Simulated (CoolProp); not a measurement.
Values from CoolProp's reference Helmholtz-energy equation of state, Leachman 2009.

Task: For normal hydrogen, give the phase and the cp (kJ/(kg K)), cv (kJ/(kg K)), conductivity (mW/(m K)) at 107 K and 2.94 bar.

Result: 
- 107 K and 2.94 bar: gas; cp 11.5, cv 7.29, conductivity 73.4

Thermal conductivity comes from a separate model (Assael 2011).
